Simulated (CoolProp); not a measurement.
Saturation properties of hexamethyldisiloxane (MM) (Tc = 245.6 °C, pc = 19.31 bar, ω = 0.418).

Values from CoolProp's reference Helmholtz-energy equation of state, Thol 2016.

```
T (°C)  p (bar)  liquid density (kg/m³)  liquid cp (kJ/(kg K))  surface tension (mN/m)
------  -------  ----------------------  ---------------------  ----------------------
75.85    0.4655                   703.9                  2.041                    11.1
97.85    0.9374                   678.1                  2.107                    9.26
119.95    1.723                   650.6                  2.178                    7.54
142.05    2.938                   620.9                  2.255                    5.89
164.15    4.715                   588.1                  2.345                    4.34
186.25    7.209                   550.5                  2.460                    2.90
208.35    10.62                   504.5                  2.651                    1.61
230.45    15.21                   438.1                  3.265                   0.511
```

It boils at 100.5 °C under 1 atm.

Surface tension comes from a separate correlation (Mulero 2014), older than this fluid's equation and unchecked against measurements.
